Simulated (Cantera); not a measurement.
An isothermal, constant-pressure homogeneous reactor starts with NO : N2 = 1 : 2.4 (molar parts), at 1900 K and 0.0190 bar. Integrator tolerance rtol = 1e-08.

Computed with Cantera and GRI-Mech 3.0 (53 species, 325 reactions). Radical loss at walls, strong at low pressure, is not modelled.

| quantity | before | after |
|---|---|---|
| x(NO) at 5.00 s | 0.275 (gas-phase equilibrium 0.00495) | 0.142 (gas-phase equilibrium 0.00798) |
| x(N2O) at 5.00 s | 2.76e-5 (gas-phase equilibrium 4.02e-8) | 5.80e-6 (gas-phase equilibrium 6.38e-8) |
| x(NO2) at 5.00 s | 1.69e-5 (gas-phase equilibrium 1.16e-6) | 1.76e-5 (gas-phase equilibrium 1.38e-6) |
| x(O) at 5.00 s | 0.000280 (gas-phase equilibrium 0.000826) | 0.00239 (gas-phase equilibrium 0.00320) |
| x(N2) at 5.00 s | 0.715 (gas-phase equilibrium 0.850) | 0.781 (gas-phase equilibrium 0.848) |

Name the change that produced these shifts.
(A) pressure from 0.0190 bar to 0.390 bar
(B) N2 2.4 to 12 parts
(C) temperature 1900 to 2075 K
(D) pressure from 0.0190 bar to 0.0267 bar

C, temperature 1900 to 2075 K
